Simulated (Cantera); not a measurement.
Charge: 1 mol trisilylamine, 9.3 mol NH3, 81 mol N2, held at 973 K and 23.0 Pa.

Cantera equilibrium calculation (NASA polynomials, part measured and part estimated; ideal gas, pure solids and liquids). Candidate condensed phases: Si, Si3N4; 18 gas species. The feed counts by its element totals alone. The numbers say what is thermodynamically allowed, not how fast it happens.

Base state: N2 0.820, H2 0.180 (mole fractions); condensed: Si3N4(s).

Q: What changes in the equilibrium state with this change: trisilylamine replaced by SiF4?

A: 
```json
[
 {"species": "N2", "before": "0.820", "after": "0.851"},
 {"species": "H2", "before": "0.180", "after": "0.139"},
 {"species": "SiF4", "before": "0", "after": "0.00987"},
 {"species": "HF", "before": "0", "after": "0.000246"},
 {"species": "Si3N4(s), mol", "before": "1.00", "after": "0.00195"}
]
```

Q: What changes in the equilibrium state with this change: NH3 from 9.3 to 1.4 mol?

A: 
```json
[
 {"species": "N2", "before": "0.820", "after": "0.924"},
 {"species": "H2", "before": "0.180", "after": "0.0760"},
 {"species": "Si3N4(s), mol", "before": "1.00", "after": "1.00"}
]
```

Q: What changes in the equilibrium state with this change: temperature from 973 K to 1948 K?

A: 
```json
[
 {"species": "N2", "before": "0.820", "after": "0.789"},
 {"species": "H2", "before": "0.180", "after": "0.154"},
 {"species": "H", "before": "3.02e-8", "after": "0.0293"},
 {"species": "Si", "before": "<1e-9", "after": "0.0270"},
 {"species": "SiH", "before": "<1e-9", "after": "0.000124"},
 {"species": "SiN", "before": "<1e-9", "after": "0.000108"},
 {"species": "Si2", "before": "<1e-9", "after": "6.59e-5"},
 {"species": "Si2N", "before": "<1e-9", "after": "3.97e-5"},
 {"species": "Si3N4(s), mol", "before": "1.00", "after": "0"}
]
```
The tables' values for SiN are old estimates; treat these amounts as uncertain.
